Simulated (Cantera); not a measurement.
Input: 1 mol SiH4, 0.21 mol N2, at 1448 K and 19.0 mbar.

Cantera equilibrium calculation (NASA polynomials, part measured and part estimated; ideal gas, pure solids and liquids). Candidate condensed phases: Si, Si3N4; 18 gas species. N2 is the only nitrogen source here; it is nearly inert below about 1500 K, so the nitride shown seldom forms there in practice. Mutual solubility and eutectic melting of coexisting phases are not modelled. Rates play no part.

Base state: H2 0.999, N2 0.000863, H 6.68e-5 (mole fractions); condensed: Si(s) + Si3N4(s).

Question: What changes in the equilibrium state with this change: 0.54 mol HF added?

Answer: 
| species | before | after |
|---|---|---|
| H2 | 0.999 | 0.935 |
| SiF4 | 0 | 0.0392 |
| SiF3 | 0 | 0.0146 |
| SiHF3 | 0 | 0.00411 |
| SiF2 | 0 | 0.00339 |
| HF | 0 | 0.00297 |
| SiH2F2 | 0 | 0.000199 |
| H | 6.68e-5 | 6.46e-5 |
| Si(s), mol | 0.688 | 0.539 |
| Si3N4(s), mol | 0.104 | 0.104 |
The tables' values for SiF3, SiF2 are old estimates; treat these amounts as uncertain.
